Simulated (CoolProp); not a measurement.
Vapour-liquid equilibrium of propane (1) + n-butane (2) at 0.0575 bar; x and y are mole fractions of (1).

Values from CoolProp's multi-fluid Helmholtz-energy mixture model, Lemmon 2009 and Bücker 2006; pair parameters Kunz 2012.

```tsv
x	bubble temperature (°C)	y at the bubble point	dew temperature at overall composition x (°C)	liquid density (mol/L)
0.05	-62.7	0.311	-58.6	11.52
0.15	___	0.631	-60.1	11.85
0.25	-74.9	0.779	___	___
0.35	-78.7	___	-63.4	12.44
0.45	-81.7	0.908	-65.4	12.73
0.55	-84.2	0.939	-67.7	13.02
0.65	-86.2	0.961	-70.4	13.31
0.75	-88.0	0.976	-73.8	13.61
0.85	___	0.987	-78.2	___
0.95	-90.9	0.996	-85.2	14.24
```

Task: Fill in the missing entries.

Result: 
- 0.15, bubble temperature (°C): -69.9
- 0.25, dew temperature at overall composition x (°C): -61.7
- 0.25, liquid density (mol/L): 12.15
- 0.35, y at the bubble point: 0.860
- 0.85, bubble temperature (°C): -89.5
- 0.85, liquid density (mol/L): 13.92

No azeotrope shows between x = 0.05 and 0.95.

The pair parameters rest on a limited set of measurements; away from them the model extrapolates.
